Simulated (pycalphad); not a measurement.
All values are pycalphad results on the COST 507 light-alloy database (1999) (1 atm), not direct measurements. These are 1990s assessments: newer ones move some temperatures and phases. Diffusion is slow at the low end, where real alloys seldom reach equilibrium.

Molar enthalpy of Y-0.5Si (at.%) in equilibrium (SER reference):

| T (K) | H (kJ/mol) | phases |
|---|---|---|
| 2450 | 91.50 | liquid |
| 2330 | 86.33 | liquid |
| 2210 | 81.17 | liquid |
| 2090 | 76.01 | liquid |
| 1970 | 70.85 | liquid |
| 1850 | 65.69 | liquid |
| 1810 | 63.97 | liquid |
| 1730 | 47.71 | hcp + liquid |
| 1610 | 41.41 | hcp + liquid |
| 1490 | 35.65 | hcp + SI3Y5 |
| 1450 | 34.25 | hcp + SI3Y5 |
| 1370 | 31.48 | hcp + SI3Y5 |
| 1250 | 27.42 | hcp + SI3Y5 |
| 1130 | 23.47 | hcp + SI3Y5 |
| 1010 | 19.63 | hcp + SI3Y5 |
| 890 | 15.90 | hcp + SI3Y5 |
| 770 | 12.27 | hcp + SI3Y5 |
| 650 | 8.75 | hcp + SI3Y5 |
| 530 | 5.33 | hcp + SI3Y5 |

Cooling from 1810 K to 1490 K, across the freezing range, releases 28.3 kJ/mol, or 320 J/g. The slope is 43 J/(mol K) in the liquid and 35 J/(mol K) just below the solidus, where it includes any heat of precipitation. Liquidus 1786 K, solidus 1528 K. Changes were sought between steps of 40 K, so a narrower field can be missed.

Database names, with the compositions (at.%) that they take in these runs: SI3Y5: Y 62 Si 37.
